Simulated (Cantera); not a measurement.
A Cantera script and its output.

```python
import numpy as np
import cantera as ct

gas = ct.Solution("gri30.yaml")
gas.TPX = 1475, 62000, {'CO': 1, 'H2': 1.6, 'CH4': 0.29, 'O2': 1.56, 'N2': 18.7, 'H2O': 3.1}
reactor = ct.IdealGasReactor(gas, energy="on", clone=False)
net = ct.ReactorNet([reactor])
net.rtol, net.atol = 1e-08, 1e-16
show = ['CO', 'H2', 'CH4', 'C2H2', 'CH2O', 'HO2']
times = np.geomspace(3e-06, 0.2, 12)

steps = ct.SolutionArray(gas, extra=["t"])
rows = []
print(f"{'t/s':>10s}{'T/K':>9s}{'P/Pa':>11s}" + "".join(f"{s:>11s}" for s in show))
for t in times:
    while net.time < t:
        t_next = net.step()
        steps.append(gas.state, t=t_next)
    rows.append([np.interp(t, steps.t, y) for y in (steps.T, steps.P, *steps(*show).X.T)])
    print(f"{t:10.3e}{rows[-1][0]:9.1f}{rows[-1][1]:11.4g}" + "".join(f"{x:11.3e}" for x in rows[-1][2:]))
rate = np.gradient(steps.T, steps.t)
print("integrator steps:", len(steps.t))
if steps.T.max() > steps.T[0] + 200:
    print(f"time of steepest temperature rise: {steps.t[rate.argmax()]:.4e} s")
gas.TPX = 1475, 62000, {'CO': 1, 'H2': 1.6, 'CH4': 0.29, 'O2': 1.56, 'N2': 18.7, 'H2O': 3.1}
gas.equilibrate("UV")
print(f"equilibrium (UV): T = {gas.T:.1f} K  " + "  ".join(f"{s} {gas[s].X[0]:.3e}" for s in show))
```

It prints:

```
       t/s      T/K       P/Pa         CO         H2        CH4       C2H2       CH2O        HO2
 3.000e-06   1475.0    6.2e+04  3.810e-02  6.095e-02  1.105e-02  1.269e-19  2.233e-11  3.674e-08
 8.235e-06   1475.0    6.2e+04  3.810e-02  6.095e-02  1.105e-02  2.010e-18  3.301e-10  1.008e-07
 2.260e-05   1475.0    6.2e+04  3.810e-02  6.095e-02  1.105e-02  2.517e-16  8.397e-09  3.123e-07
 6.205e-05   1475.3  6.201e+04  3.808e-02  6.074e-02  1.093e-02  9.475e-11  4.029e-06  6.598e-06
 1.703e-04   1861.1  7.794e+04  2.449e-02  2.713e-02  1.020e-14  3.952e-20  2.044e-10  4.602e-06
 4.675e-04   2132.5  8.777e+04  1.938e-02  2.166e-02  1.134e-15  3.346e-20  1.259e-10  1.829e-06
 1.283e-03   2273.8  9.273e+04  1.665e-02  1.648e-02  7.105e-16  5.278e-20  9.504e-11  7.006e-07
 3.523e-03   2327.2  9.459e+04  1.523e-02  1.437e-02  1.051e-15  8.761e-20  8.196e-11  3.231e-07
 9.670e-03   2334.7  9.485e+04  1.502e-02  1.409e-02  1.214e-15  9.998e-20  8.049e-11  2.659e-07
 2.654e-02   2333.2  9.479e+04  1.508e-02  1.418e-02  1.255e-15  1.030e-19  8.128e-11  2.579e-07
 7.286e-02   2330.4  9.468e+04  1.519e-02  1.434e-02  1.323e-15  1.081e-19  8.269e-11  2.458e-07
 2.000e-01   2328.7  9.462e+04  1.526e-02  1.443e-02  1.363e-15  1.111e-19  8.351e-11  2.391e-07
integrator steps: 1501
time of steepest temperature rise: 1.1505e-04 s
equilibrium (UV): T = 2328.6 K  CO 1.526e-02  H2 1.443e-02  CH4 1.647e-15  C2H2 1.229e-19  CH2O 8.356e-11  HO2 2.388e-07
```

Computed with Cantera and GRI-Mech 3.0 (53 species, 325 reactions).
